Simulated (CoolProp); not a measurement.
Properties of n-perfluorohexane along the isotherm 289.8 K (Tc = 448.0 K, pc = 1.742 MPa, ω = 0.497).

Model: reference Helmholtz-energy equation of state, Gao 2022, in CoolProp.

| p (MPa) | phase | cp (kJ/(kg K)) | cv (kJ/(kg K)) | speed of sound (m/s) | Joule-Thomson coefficient (K/MPa) | fugacity coefficient |
|---|---|---|---|---|---|---|
| 0.00826 | gas | 0.8017 | 0.7762 | 85.15 | 27.98 | 0.9925 |
| 0.0125 | gas | 0.8025 | 0.7765 | 84.84 | 28.20 | 0.9887 |
| 0.0188 | gas | 0.8038 | 0.7770 | 84.37 | 28.54 | 0.9830 |
| 0.0284 | liquid | 1.034 | 0.8403 | 537.6 | -0.2910 | 0.6965 |
| 0.0428 | liquid | 1.034 | 0.8403 | 537.7 | -0.2911 | 0.4627 |
| 0.0645 | liquid | 1.034 | 0.8403 | 537.9 | -0.2912 | 0.3076 |
| 0.0974 | liquid | 1.034 | 0.8403 | 538.1 | -0.2913 | 0.2042 |
| 0.147 | liquid | 1.034 | 0.8403 | 538.4 | -0.2915 | 0.1359 |
| 0.222 | liquid | 1.033 | 0.8403 | 538.9 | -0.2919 | 0.09053 |
| 0.334 | liquid | 1.033 | 0.8403 | 539.7 | -0.2923 | 0.06073 |
| 0.504 | liquid | 1.033 | 0.8403 | 540.8 | -0.2931 | 0.04082 |
| 0.761 | liquid | 1.033 | 0.8403 | 542.4 | -0.2942 | 0.02761 |
| 1.15 | liquid | 1.032 | 0.8403 | 544.9 | -0.2958 | 0.01887 |
| 1.73 | liquid | 1.031 | 0.8404 | 548.6 | -0.2981 | 0.01315 |
| 2.61 | liquid | 1.030 | 0.8405 | 554.1 | -0.3015 | 0.009372 |
